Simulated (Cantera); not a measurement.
A freely propagating, adiabatic, planar premixed flame of 6.52 % CO, 0.633 % H₂, 4.44 % CH₄, 18.6 % O₂, 69.8 % N₂, equivalence ratio 0.67, unburnt at 400 K and 2030 Torr; mixture-averaged transport, grid criteria slope 0.08 and curve 0.16, no radiation.

Cantera simulation using GRI-Mech 3.0 (53 species, 325 reactions); the numbers are that mechanism's predictions, not measurements. Burning velocities carry a grid error of a few per cent, more on coarse grids.

Task: Predict: laminar burning velocity; thermal thickness; peak x(H); peak x(OH); peak x(C₂H₆).

Result: 
```json
{
  "laminar_burning_velocity": "29.2 cm/s",
  "thermal_thickness": "0.251 mm",
  "peak x(H)": "0.00114",
  "peak x(OH)": "0.00394",
  "peak x(C₂H₆)": "0.000147"
}
```
